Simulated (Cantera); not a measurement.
A closed system holds: 1 mol Ti, 0.54 mol H2O, 300 mol H2, at 13.3 mbar.

Equilibrium computed with Cantera from the NASA thermochemical tables; the gas is ideal and each condensed phase is pure. Candidate condensed phases: H2O, Ti, TiO, TiO2, Ti2O3, Ti3O5, Ti4O7; 12 gas species. Mutual solubility and eutectic melting of coexisting phases are not modelled. TiO: taken at fixed stoichiometry. Condensed phases not in the tables: N, O or C dissolved in the metal. The numbers say what is thermodynamically allowed, not how fast it happens.

x: gas mole fraction; n: condensed amount in mol.

| T (°C) | x H2 | x H | x Ti | x H2O | x TiO | n Ti(α) | n TiO(s) | n Ti(β) |
|---|---|---|---|---|---|---|---|---|
| 752 | 1.00 | 3.77e-8 | <1e-12 | <1e-12 | <1e-12 | 0.460 | 0.540 | 0 |
| 852 | 1.00 | 3.85e-7 | <1e-12 | 2.67e-12 | <1e-12 | 0.460 | 0.540 | 0 |
| 952 | 1.000 | [?] | [?] | [?] | <1e-12 | 0 | 0.540 | 0.460 |
| 1052 | 1.000 | [?] | [?] | [?] | [?] | 0 | 0.540 | 0.460 |
| 1152 | 1.000 | 5.91e-5 | 1.16e-8 | 1.73e-9 | 6.12e-11 | 0 | 0.540 | 0.460 |
| 1252 | 1.000 | 0.000205 | 1.48e-7 | 8.23e-9 | 1.44e-9 | 0 | 0.540 | 0.460 |
| 1352 | 0.999 | 0.000611 | 1.37e-6 | 3.20e-8 | 2.25e-8 | 0 | 0.540 | 0.460 |

### Question
Complete the blanks.

### Answer

- 952, x H: 2.70e-6
- 952, x Ti: 2.01e-11
- 952, x H2O: 3.37e-11
- 1052, x H: 1.42e-5
- 1052, x Ti: 6.16e-10
- 1052, x H2O: 2.84e-10
- 1052, x TiO: 1.59e-12
